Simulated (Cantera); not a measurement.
Charge: 1 mol MgO, 0.82 mol F2, a varied amount of H2, at 1473 K and 0.00133 bar.

Equilibrium computed with Cantera from the NASA thermochemical tables; the gas is ideal and each condensed phase is pure. Candidate condensed phases: H2O, Mg, MgF2, MgO, Mg(OH)2; 31 gas species. Mutual solubility and eutectic melting of coexisting phases are not modelled. Rates play no part.

Q: Which condensed phases are stable at each of these points (n(H2) (mol)): 0.35, 0.42, 0.51, 0.62, 0.76, 0.92, 1.1, 1.4, 1.7, 2, 2.5, 3?

A: 
| n(H2) (mol) | condensed phases | Mg condensed (%) |
|---|---|---|
| 0.35 | MgF2(s) + MgO(s) | 97.7 |
| 0.42 | MgF2(s) + MgO(s) | 97.5 |
| 0.51 | MgF2(s) + MgO(s) | 97.2 |
| 0.62 | MgF2(s) + MgO(s) | 96.8 |
| 0.76 | MgF2(s) + MgO(s) | 96.3 |
| 0.92 | MgO(s) | 96.1 |
| 1.1 | MgO(s) | 96.1 |
| 1.4 | MgO(s) | 96.1 |
| 1.7 | MgO(s) | 96.1 |
| 2 | MgO(s) | 96.1 |
| 2.5 | MgO(s) | 96.1 |
| 3 | MgO(s) | 96.1 |

From 0.35 mol H2 to 0.76 mol H2 the condensed part is MgF2(s) + MgO(s). From 0.92 mol H2 to 3 mol H2 the condensed part is MgO(s).
